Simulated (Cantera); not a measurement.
A perfectly stirred reactor is fed with CH₄ : C₂H₆ : O₂ : N₂ : H₂O = 1 : 0.83 : 3.27 : 13.1 : 0.44 (molar parts), equivalence ratio 1.5, at 5.00 bar; it is adiabatic with a 500 K inlet, and is followed from long to short residence time, starting on the burning branch (τ in s: 0.072, 0.029, 0.011, 0.0045, 0.0018, 0.0007, 0.00028, 0.00011, 4.3e-05, 1.7e-05).

Cantera simulation using GRI-Mech 3.0 (53 species, 325 reactions); the numbers are that mechanism's predictions, not measurements.

Task: Predict: blow-out, bracketed by the residence times tried; x(CH₄) at τ = 72.0 ms; x(C₂H₆) at τ = 72.0 ms; x(O₂) at τ = 72.0 ms; x(OH) at τ = 72.0 ms; x(CO) at τ = 72.0 ms; x(CH₄) at τ = 0.700 ms; x(C₂H₆) at τ = 0.700 ms; x(O₂) at τ = 0.700 ms; x(OH) at τ = 0.700 ms; x(CO) at τ = 0.700 ms.

Result: 
| Property | Result |
|---|---|
| blow-out, bracketed by the residence times tried | burning at 0.280 ms, out at 0.110 ms |
| x(CH₄) at τ = 72.0 ms | 0.00120 |
| x(C₂H₆) at τ = 72.0 ms | 9.18e-7 |
| x(O₂) at τ = 72.0 ms | 0.000126 |
| x(OH) at τ = 72.0 ms | 5.78e-5 |
| x(CO) at τ = 72.0 ms | 0.0827 |
| x(CH₄) at τ = 0.700 ms | 0.00524 |
| x(C₂H₆) at τ = 0.700 ms | 8.94e-5 |
| x(O₂) at τ = 0.700 ms | 0.00547 |
| x(OH) at τ = 0.700 ms | 0.000170 |
| x(CO) at τ = 0.700 ms | 0.0723 |
